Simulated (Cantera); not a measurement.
A closed system holds: 1 mol borazine, 0.12 mol H2O, 2.2 mol N2, held at 0.100 bar.

Method: chemical equilibrium by Gibbs-energy minimisation in Cantera with the NASA 1993 tables (ideal gas, pure condensed phases). Candidate condensed phases: B, BN, B2O3, B3O3H3, H2O; 39 gas species. The feed counts by its element totals alone. Mutual solubility and eutectic melting of coexisting phases are not modelled. The tables' values for BH2 are old estimates; treat these amounts as uncertain. Gases not in the tables: H3BO3. Equilibrium is a limit: real reactors are often held back by kinetics, nucleation or transport.

log p: log10 of the partial pressure in bar; n: condensed amount in mol.

```
T (K)  log p H2  log p N2   log p HBO  log p HBO2     log p H    log p BO   log p H2O  n BN(s)   n B2O3(l)
-----  --------  --------  ----------  ----------  ----------  ----------  ----------  -------  ----------
1223      -1.24     -1.38       -6.48       -4.82       -7.14      -10.77       -3.75     2.93      0.0363
1323      -1.24     -1.38       -5.55       -4.28       -6.42       -9.19       -3.77     2.93      0.0350
1423      -1.24     -1.38       -4.75       -3.82       -5.80       -7.84       -3.79     2.93      0.0312
1523      -1.24     -1.38  (withheld)  (withheld)  (withheld)  (withheld)       -3.81     2.93  (withheld)
1623      -1.24     -1.38  (withheld)  (withheld)  (withheld)  (withheld)  (withheld)     2.93           0
1723      -1.24     -1.38       -3.20       -3.34       -4.36       -5.03       -4.12     2.92           0
1823      -1.25     -1.38       -2.98       -3.57       -3.99       -4.48       -4.38     2.90           0
1923      -1.25     -1.38       -2.85       -3.91       -3.65       -4.05       -4.69     2.89           0
2023      -1.25     -1.38       -2.79       -4.35       -3.35       -3.74       -5.03     2.88           0
```

Q: What belongs in the gaps?

A: 
- 1623, log p HBO: -3.51
- 1623, log p HBO2: -3.19
- 1623, log p H: -4.78
- 1623, log p BO: -5.71
- 1623, log p H2O: -3.88
- 1523, log p HBO: -4.06
- 1523, log p HBO2: -3.43
- 1523, log p H: -5.26
- 1523, log p BO: -6.68
- 1523, n B2O3(l): 0.0206
